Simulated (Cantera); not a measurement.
Equilibrium for silicon epitaxy and polysilicon growth: Si3H8 + Cl2 + H2

Charge: 1 mol Si3H8, 0.0088 mol Cl2, 3.3 mol H2, held at 1075 K and 0.260 bar.

These are equilibrium values from Cantera (NASA tables, ideal gas, pure condensed phases), not measurements of a reactor. Candidate condensed phases: Si; 19 gas species. The feed counts by its element totals alone. Equilibrium is a limit: real reactors are often held back by kinetics, nucleation or transport.

- x(H2): 0.998
- x(HCl): 0.00230
- x(SiHCl3): 1.72e-5
- x(SiH2Cl2): 1.09e-5
- x(SiCl2): 1.03e-5
- x(SiCl4): 3.19e-6
- x(SiH3Cl): 1.81e-6
- x(SiCl3): 1.44e-6
- n(Si(s)): 3.00 mol
- gas amount: 7.309 mol
